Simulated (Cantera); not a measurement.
Charge: 1 mol SiCl4, 1 mol H2O, 0.72 mol N2O, at 1100 K and 8.10 Pa.

Equilibrium computed with Cantera from the NASA thermochemical tables; the gas is ideal and each condensed phase is pure. Candidate condensed phases: H2O, NH4Cl, Si, SiO2, Si2N2O, Si3N4; 47 gas species. Rates play no part.

**Question.** What is the equilibrium state?

**Answer.** 
| Quantity | Value |
|---|---|
| x(HCl) | 0.540 |
| x(N2) | 0.194 |
| x(Cl2) | 0.161 |
| x(Cl) | 0.0675 |
| x(SiCl4) | 0.0378 |
| n(SiO2(β-quartz)) | 0.860 mol |
| gas amount | 3.705 mol |
| log10 activity of Si(s) (absent) | -20.34 |
